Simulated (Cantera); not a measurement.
Input (Python, Cantera) and output of one run.

```python
import numpy as np
import cantera as ct

gas_names = """
    H HO2 H2 H2O H2O2 O OH O2 O3 Si SiH SiH2 SiH3 SiH4 SiO SiO2 Si2 Si3
""".split()
cond_names = """
    H2O(s) H2O(L) Si(cr) Si(L) SiO2(Lqz) SiO2(hqz) SiO2(L)
""".split()


def load(file, names, dense=False):
    # The tables refer to 1 bar. Condensed volumes are neglected.
    table = {s.name: s for s in ct.Species.list_from_file(file)}
    out = []
    for n in names:
        d = dict(table[n].input_data)
        d["thermo"] = dict(d["thermo"], **{"reference-pressure": 1e5})
        if dense:
            d["equation-of-state"] = {"model": "constant-volume", "density": "1e6 g/cm^3"}
        out.append(ct.Species.from_dict(d))
    return out


gas = ct.Solution(thermo="ideal-gas", species=load("nasa_gas.yaml", gas_names))
cond = {s.name: ct.Solution(thermo="fixed-stoichiometry", species=[s], name=s.name)
        for s in load("nasa_condensed.yaml", cond_names, dense=True)}
atoms = {
    'Si': {'Si': 1},
    'H2O': {'H': 2, 'O': 1},
    'H2': {'H': 2},
}
top_T = {}  # K; cautious upper limits of use, not melting points


def equilibrate(T, P, feed):
    n = {}
    for name, mol in feed.items():
        for a, k in atoms[name].items():
            n[a] = n.get(a, 0.0) + k * mol
    gas.TPX = T, P, n
    mass = sum(n.values()) * gas.mean_molecular_weight
    gas.equilibrate("TP")
    valid = [c for c in cond.values() if c.min_temp <= T <= top_T.get(c.name, c.max_temp)]
    mix = ct.Mixture([(gas, mass / gas.mean_molecular_weight)] + [(c, 0.0) for c in valid])
    mix.T, mix.P = T, P
    mix.equilibrate("TP", solver="vcs", rtol=1e-11, max_steps=5000)
    return mix


results = []
feed = {'Si': 1, 'H2O': 0.17, 'H2': 6.5}  # mol
T = 2125  # K
P = 250000  # Pa
mix = equilibrate(T, P, feed)
results.append((T, P, feed, dict(zip(mix.species_names, mix.species_moles))))
x = sorted(zip(gas.X, gas.species_names), reverse=True)
print(f"T = {T:g} K  P = {P:g} Pa  gas = {mix.phase_moles(0):.4g} mol")
print("   x: " + "  ".join(f"{s} {v:.3e}" for v, s in x if v > 0.001))
print("   condensed (mol): " + ("  ".join(f"{mix.phase(i).name} {mix.phase_moles(i):.4g}"
      for i in range(1, mix.n_phases) if mix.phase_moles(i) > 1e-12) or "none"))
```

Output:

```
T = 2125 K  P = 250000 Pa  gas = 6.848 mol
   x: H2 9.726e-01  SiO 2.479e-02  H 2.265e-03
   condensed (mol): Si(L) 0.8279
```

These are equilibrium values from Cantera (NASA tables, ideal gas, pure condensed phases), not measurements of a reactor. Gases not in the tables: Si2H6 and higher silanes.
